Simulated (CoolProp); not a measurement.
A simple Rankine cycle with cis-2-butene: condensing at 312.15 K, boiler at 1.25 MPa, turbine inlet 381.8 K, turbine efficiency 0.85, pump efficiency 0.7, no recuperator. Each further row changes one setting.

Model: reference Helmholtz-energy equation of state, Lemmon 2005, in CoolProp. It is a short technical equation, of lower accuracy than the large ones.

```tsv
case	thermal efficiency (%)	net work (kJ/kg)	heat in (kJ/kg)	turbine exit temperature (K)	volume ratio over the turbine
as stated	10.8	50.4	467	335.9	3.85
turbine inlet 401.8 K	10.8	55.0	…	357.5	3.78
condensing temperature 304.15 K	12.2	59.5	485	328.8	4.84
boiler pressure 0.875 MPa	8.2	…	481	…	2.63
turbine efficiency 0.75	9.5	44.2	467	339.6	3.90
```

Question: What belongs in the gaps?

Answer: 
- turbine inlet 401.8 K, heat in (kJ/kg): 509
- boiler pressure 0.875 MPa, net work (kJ/kg): 39.6
- boiler pressure 0.875 MPa, turbine exit temperature (K): 350.0
